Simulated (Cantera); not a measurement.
**Pyrogenic steam for wet oxidation**

An isothermal, constant-pressure homogeneous reactor starts with H₂ : O₂ : N₂ = 1.1 : 1 : 2 (molar parts), equivalence ratio 0.55, at 1325 K and 105 Torr.

Model: the H2/O2 subset of GRI-Mech 3.0, which has no nitrogen chemistry, integrated in Cantera. The temperature is held fixed by assumption; the heat of reaction is taken as removed at once.

```tsv
t (s)	x H₂	x O₂	x HO₂	x H	x OH	x H₂O₂
6.00e-5	0.268	0.244	1.00e-6	5.97e-5	9.04e-6	8.59e-9
0.000156	0.0364	0.135	1.85e-5	0.111	0.0116	1.57e-6
0.000408	0.0213	0.129	2.10e-5	0.0511	0.00934	2.03e-6
0.00106	0.00680	0.126	2.04e-5	0.00723	0.00509	2.07e-6
0.00277	0.000885	0.126	1.01e-5	0.000304	0.00176	9.04e-7
0.00721	0.000108	0.127	2.22e-6	1.31e-5	0.000622	2.71e-7
0.0188	1.93e-5	0.127	4.90e-7	1.07e-6	0.000271	8.48e-8
0.0490	4.82e-6	0.127	1.40e-7	1.40e-7	0.000139	2.91e-8
0.128	1.50e-6	0.127	5.53e-8	2.51e-8	7.82e-5	1.08e-8
0.333	5.77e-7	0.127	3.63e-8	6.13e-9	4.86e-5	4.69e-9
0.867	3.40e-7	0.127	3.47e-8	2.78e-9	3.70e-5	2.93e-9
2.26	3.14e-7	0.127	3.48e-8	2.47e-9	3.55e-5	2.73e-9
5.89	3.14e-7	0.127	3.48e-8	2.47e-9	3.55e-5	2.73e-9
15.3	3.14e-7	0.127	3.48e-8	2.47e-9	3.55e-5	2.73e-9
40.0	3.14e-7	0.127	3.48e-8	2.47e-9	3.55e-5	2.73e-9
```
x: mole fraction; the columns are a selection and need not sum to one.

Equilibrium at this temperature and pressure: H₂ 3.14e-7, O₂ 0.127, HO₂ 3.48e-8, H 2.47e-9, OH 3.55e-5, H₂O₂ 2.73e-9 (gas phase only).
